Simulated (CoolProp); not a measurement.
Properties of CH2F2 (R32) along the isobar 101 kPa (Tc = 78.1 °C, pc = 5783 kPa, ω = 0.277).

Values from CoolProp's reference Helmholtz-energy equation of state, Tillner-Roth 1997.

| T (°C) | phase | density (kg/m³) | isothermal compressibility (1/MPa) | viscosity (µPa s) | Prandtl number |
|---|---|---|---|---|---|
| 0.75 | gas | 2.347 | 10.07 | 12.3 | 0.853 |
| 20.95 | gas | 2.177 | 10.03 | 13.2 | 0.834 |
| 41.05 | gas | 2.032 | 10.00 | 14.1 | 0.821 |
| 61.15 | gas | 1.906 | 9.983 | 15.0 | 0.809 |
| 81.35 | gas | 1.795 | 9.967 | 15.9 | 0.798 |
| 101.45 | gas | 1.696 | 9.955 | 16.7 | 0.788 |
| 121.55 | gas | 1.608 | 9.945 | 17.6 | 0.777 |
| 141.75 | gas | 1.529 | 9.938 | 18.4 | 0.766 |
| 161.85 | gas | 1.457 | 9.932 | 19.2 | 0.755 |

Viscosity comes from a separate model (Bell 2016), an estimate that may be off by 10 % or more. Thermal conductivity comes from a separate model (Huber 2003), an estimate that may be off by 10 % or more.
